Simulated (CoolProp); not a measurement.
A single-stage vapour-compression cycle with R21: evaporating at 329.15 K (dew point), condensing at 381.15 K (bubble point), superheat 10 K, subcooling 8 K, compressor efficiency 0.75, no pressure losses. Each further row changes one setting.

Values from CoolProp's reference Helmholtz-energy equation of state, Platzer 1990. This equation is an older, rougher fit; its heat capacities, sound speeds and derivatives of the liquid may be far off and weren't checked against measurements.

| case | cooling COP | pressure ratio | discharge temperature (K) | refrigerating effect (kJ/kg) | volumetric capacity (kJ/m³) |
|---|---|---|---|---|---|
| as stated | 4.01 | 3.34 | 416.5 | 168 | 3150 |
| evaporating temperature 334.15 K | 4.58 | 2.92 | 413.5 | ? | ? |
| condensing temperature 376.15 K | ? | 3.02 | 409.6 | 174 | 3260 |
| subcooling 13 K | ? | 3.34 | 416.5 | 174 | 3260 |
| superheat 20 K | 4.01 | 3.34 | 427.2 | 175 | 3160 |
| compressor efficiency 0.65 | 3.47 | 3.34 | ? | 168 | 3150 |

Problem. Complete the blanks.

Solution. 
- evaporating temperature 334.15 K, refrigerating effect (kJ/kg): 170
- evaporating temperature 334.15 K, volumetric capacity (kJ/m³): 3630
- condensing temperature 376.15 K, cooling COP: 4.54
- subcooling 13 K, cooling COP: 4.15
- compressor efficiency 0.65, discharge temperature (K): 424.3
